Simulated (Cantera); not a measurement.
## Si2H6 + CO2 (silicon oxide and oxynitride deposition)

A closed system holds: 1 mol Si2H6, 28 mol CO2, equilibrated at 0.100 bar.

These are equilibrium values from Cantera (NASA tables, ideal gas, pure condensed phases), not measurements of a reactor. Candidate condensed phases: C, C6H6, C7H8, C8H18, H2O, Si, SiC, SiO2; 123 gas species. The feed counts by its element totals alone. The tables hold silica as quartz up to 1696 K and as liquid above; real silica turns to tridymite and cristobalite and melts near 1996 K. Rates play no part.

From 1275 K to 1675 K the condensed part is SiO2(β-quartz). From 1775 K to 1875 K the condensed part is SiO2(condensed).

```tsv
T (K)	x CO2	x CO	x H2O	x H2	x OH	x H	n SiO2(β-quartz)	n SiO2(condensed)
1275	0.692	0.211	0.0818	0.0150	1.81e-8	2.85e-7	2.00	0
1375	0.690	0.213	0.0842	0.0126	1.46e-7	1.22e-6	2.00	0
1475	0.688	0.215	0.0860	0.0108	8.88e-7	4.26e-6	2.00	0
1575	0.687	0.216	0.0873	0.00948	4.28e-6	1.28e-5	2.00	0
1675	0.686	0.217	0.0883	0.00844	1.71e-5	3.37e-5	2.00	0
1775	0.685	0.218	0.0891	0.00762	5.81e-5	7.99e-5	0	2.00
1875	0.684	0.219	0.0896	0.00697	0.000173	0.000173	0	2.00
```
x: gas mole fraction; n: condensed amount in mol.
